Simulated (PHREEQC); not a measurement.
A column of 0.5 m (40 cells, dispersivity 0.04 m, 720 s a shift, diffusion coefficient 3e-10 m²/s) holds 0.076 eq of the database's cation exchanger X per kg of pore water, first in equilibrium with 7.4 mmol/kgw Na2SO4, 10 mmol/kgw KCl and 0.01 mmol/kgw HCl. It is flushed with 20 mmol/kgw Na2SO4, 0.97 mmol/kgw CdCl2 and 0.01 mmol/kgw HCl, at 40 °C. Values are for the last cell. No CO2 enters from the air. No solid was allowed to form.

The numbers come from PHREEQC with the ion-association model, phreeqc.dat.

```
pore volumes  Cd in solution (mol/kgw)  Cl in solution (mol/kgw)  K in solution (mol/kgw)  S in solution (mol/kgw)  Na in solution (mol/kgw)
------------  ------------------------  ------------------------  -----------------------  -----------------------  ------------------------
0                                    0                    0.0100                   0.0100                  0.00740                    0.0148
0.2125                               0                    0.0100                   0.0100                  0.00740                    0.0148
0.6125                               0                   0.00891                   0.0110                  0.00911                    0.0162
0.8125                               0                   0.00709                   0.0125                   0.0120                    0.0185
1.012                                0                   0.00527                   0.0140                   0.0148                    0.0209
1.413                                0                   0.00306                   0.0150                   0.0183                    0.0246
1.613                         3.32e-14                   0.00255                   0.0146                   0.0191                    0.0260
1.812                         2.85e-13                   0.00227                   0.0140                   0.0195                    0.0273
2.013                         1.42e-12                   0.00212                   0.0132                   0.0197                    0.0284
2.413                         1.32e-11                   0.00199                   0.0116                   0.0199                    0.0303
2.612                         2.97e-11                   0.00197                   0.0108                   0.0200                    0.0311
2.812                         5.88e-11                   0.00196                   0.0101                   0.0200                    0.0318
3.212                         1.76e-10                   0.00195                  0.00884                   0.0200                    0.0331
3.413                         2.76e-10                   0.00195                  0.00827                   0.0200                    0.0337
3.612                         4.13e-10                   0.00195                  0.00774                   0.0200                    0.0342
4.013                         8.27e-10                   0.00195                  0.00681                   0.0200                    0.0351
4.213                          1.12e-9                   0.00195                  0.00640                   0.0200                    0.0355
4.412                          1.49e-9                   0.00195                  0.00601                   0.0200                    0.0359
4.612                          1.94e-9                   0.00195                  0.00565                   0.0200                    0.0363
5.013                          3.13e-9                   0.00195                  0.00501                   0.0200                    0.0369
5.213                          3.90e-9                   0.00195                  0.00472                   0.0200                    0.0372
5.412                          4.81e-9                   0.00195                  0.00445                   0.0200                    0.0375
5.812                          7.13e-9                   0.00195                  0.00396                   0.0200                    0.0380
6.013                          8.58e-9                   0.00195                  0.00373                   0.0200                    0.0382
```

Complexes and solids missing from the database can't appear. Away from 25 °C the constants follow the database's enthalpies or fits; those with neither stay at their 25 °C values.
